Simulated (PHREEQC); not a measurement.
Consider water at 86 °C with 0.0096 mol/kgw FeCl3, 0.0011 mol/kgw CaCl2 and 3.5e-05 mol/kgw NaCl. Closed to the air; pH follows from the charge balance.

The numbers come from PHREEQC with the ion-association model, phreeqc.dat.

Task: The ionic strength comes out as 0.0434 mol/kgw. What activity coefficients do FeCl2+, FeCl+2, H+, Ca+2, Fe2(OH)2+4 get?

Result: FeCl2+ 0.81, FeCl+2 0.44, H+ 0.84, Ca+2 0.45, Fe2(OH)2+4 0.033.

Precipitation was switched off in this run. Examples of supersaturated solids here: Hematite (slow to form), Goethite (slow to form). Others may be too. At this temperature some constants are extrapolated from 25 °C, and those without enthalpy data are left unchanged.
